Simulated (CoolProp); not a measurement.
Values from CoolProp's reference Helmholtz-energy equation of state, Lemmon 2006. It is a short technical equation, of lower accuracy than the large ones.

Q: For R142b, give the phase and the density (kg/m³), cp (kJ/(kg K)), Joule-Thomson coefficient (K/MPa), Prandtl number at 129.75 °C and 5.04 MPa.

A: 
- 129.75 °C and 5.04 MPa: liquid; density 768, cp 1.98, Joule-Thomson coefficient 1.67, Prandtl number 2.85

Viscosity comes from a separate model (Huber 2003), an estimate that may be off by 10 % or more. Thermal conductivity comes from a separate model (Huber 2003), an estimate that may be off by 10 % or more.
